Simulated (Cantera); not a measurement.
Input: 1 mol Fe, 0.41 mol H2O, 0.027 mol Cl2, equilibrated at 53000 Pa.

Method: chemical equilibrium by Gibbs-energy minimisation in Cantera with the NASA 1993 tables (ideal gas, pure condensed phases). Candidate condensed phases: Fe, FeCl2, FeCl3, FeO, Fe(OH)2, Fe(OH)3, Fe2O3, Fe3O4, H2O; 22 gas species. Mutual solubility and eutectic melting of coexisting phases are not modelled. The tables' stoichiometric FeO is somewhat more stable than real wüstite, so its field is too wide. FeO: taken at fixed stoichiometry. Equilibrium is a limit: real reactors are often held back by kinetics, nucleation or transport.

x: gas mole fraction; n: condensed amount in mol.

| T (°C) | x H2 | x H2O | x HCl | x FeCl2 | x H | x Fe(OH)2 | x Fe2Cl4 | n Fe(α) | n FeO(s) | n Fe(γ) | n FeO(l) | n Fe(δ) |
|---|---|---|---|---|---|---|---|---|---|---|---|---|
| 877 | 0.705 | 0.177 | 0.112 | 0.00571 | 8.60e-8 | 3.41e-8 | 2.11e-5 | 0.665 | 0.333 | 0 | 0 | 0 |
| 927 | 0.691 | 0.192 | 0.110 | 0.00660 | 2.25e-7 | 8.09e-8 | 1.52e-5 | 0 | 0.326 | 0.671 | 0 | 0 |
| 977 | 0.679 | 0.205 | 0.109 | 0.00750 | 5.47e-7 | 1.79e-7 | 1.11e-5 | 0 | 0.320 | 0.676 | 0 | 0 |
| 1027 | 0.666 | 0.218 | 0.107 | 0.00841 | 1.24e-6 | 3.71e-7 | 8.31e-6 | 0 | 0.315 | 0.682 | 0 | 0 |
| 1077 | 0.655 | 0.231 | 0.105 | 0.00931 | 2.65e-6 | 7.25e-7 | 6.30e-6 | 0 | 0.309 | 0.687 | 0 | 0 |
| 1127 | 0.645 | 0.242 | 0.103 | 0.0102 | 5.36e-6 | 1.35e-6 | 4.84e-6 | 0 | 0.304 | 0.691 | 0 | 0 |
| 1177 | 0.635 | 0.252 | 0.101 | 0.0111 | 1.04e-5 | 2.39e-6 | 3.77e-6 | 0 | 0.300 | 0.695 | 0 | 0 |
| 1227 | 0.626 | 0.262 | 0.0997 | 0.0119 | ? | ? | ? | 0 | 0.295 | 0.699 | 0 | 0 |
| 1277 | 0.618 | 0.271 | 0.0981 | 0.0127 | 3.40e-5 | 6.69e-6 | 2.36e-6 | 0 | 0.292 | 0.703 | 0 | 0 |
| 1327 | 0.610 | 0.280 | 0.0965 | 0.0135 | ? | ? | ? | 0 | 0.288 | 0.706 | 0 | 0 |
| 1377 | 0.603 | 0.287 | 0.0950 | 0.0143 | 9.69e-5 | 1.64e-5 | 1.54e-6 | 0 | 0 | 0.709 | 0.284 | 0 |
| 1427 | 0.607 | 0.284 | 0.0939 | 0.0148 | 0.000158 | 2.26e-5 | 1.24e-6 | 0 | 0 | 0 | 0.286 | 0.708 |

**Question.** Complete the blanks.

**Answer.** 
- 1227, x H: 1.91e-5
- 1227, x Fe(OH)2: 4.08e-6
- 1227, x Fe2Cl4: 2.97e-6
- 1327, x H: 5.83e-5
- 1327, x Fe(OH)2: 1.06e-5
- 1327, x Fe2Cl4: 1.90e-6
